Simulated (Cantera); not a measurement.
**Transport properties of process gases**

Gas mixture: 47.6 % N₂O, 52.4 % O₂, at 1900 Pa, frozen composition.

Cantera's kinetic-theory transport with the Lennard-Jones parameters of GRI-Mech 3.0, ideal gas; thermal conductivity in the multicomponent form.

```tsv
T (K)	ρ (kg/m³)	cp (J/kg/K)	μ (µPa s)	λ (mW/m/K)	Pr	D (cm²/s) CH₄	D (cm²/s) OH	D (cm²/s) H
400	0.0215	957.4	22.2	29.2	0.726	17.6	24.9	100.0
500	0.0172	1011	26.5	36.7	0.728	26.2	36.6	149
600	0.0144	1057	30.4	44.0	0.729	36.0	50.1	204
700	0.0123	1097	34.0	51.1	0.730	46.9	65.0	267
800	0.0108	1131	37.4	57.9	0.730	58.9	81.5	335
900	0.00958	1159	40.6	64.4	0.730	72.0	99.3	409
```
D: mixture-averaged diffusion coefficient of that species in the mixture.
